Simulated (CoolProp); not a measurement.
Propylene glycol along the isobar 95.9 bar: Z from the reference equation and from simpler models built on Tc = 400.8 °C, pc = 72.92 bar, ω = 0.327; each cubic takes its own stable root.

Values from CoolProp's reference Helmholtz-energy equation of state, Eisenbach 2021.

```json
[
 {"T (°C)": "268.65", "phase": "liquid", "reference": "0.1986", "van der Waals": "0.2986", "Redlich-Kwong": "0.2150"},
 {"T (°C)": "275.75", "phase": "liquid", "reference": "0.1981", "van der Waals": "0.2976", "Redlich-Kwong": "0.2151"},
 {"T (°C)": "282.95", "phase": "liquid", "reference": "0.1978", "van der Waals": "0.2968", "Redlich-Kwong": "0.2154"},
 {"T (°C)": "290.05", "phase": "liquid", "reference": "0.1977", "van der Waals": "0.2961", "Redlich-Kwong": "0.2158"},
 {"T (°C)": "297.15", "phase": "liquid", "reference": "0.1976", "van der Waals": "0.2956", "Redlich-Kwong": "0.2164"},
 {"T (°C)": "304.25", "phase": "liquid", "reference": "0.1977", "van der Waals": "0.2953", "Redlich-Kwong": "0.2172"},
 {"T (°C)": "311.35", "phase": "liquid", "reference": "0.1980", "van der Waals": "0.2952", "Redlich-Kwong": "0.2181"},
 {"T (°C)": "318.45", "phase": "liquid", "reference": "0.1984", "van der Waals": "0.2953", "Redlich-Kwong": "0.2193"},
 {"T (°C)": "325.55", "phase": "liquid", "reference": "0.1991", "van der Waals": "0.2956", "Redlich-Kwong": "0.2208"},
 {"T (°C)": "332.65", "phase": "liquid", "reference": "0.2000", "van der Waals": "0.2961", "Redlich-Kwong": "0.2225"},
 {"T (°C)": "339.75", "phase": "liquid", "reference": "0.2011", "van der Waals": "0.2969", "Redlich-Kwong": "0.2246"},
 {"T (°C)": "346.85", "phase": "liquid", "reference": "0.2025", "van der Waals": "0.2980", "Redlich-Kwong": "0.2270"}
]
```
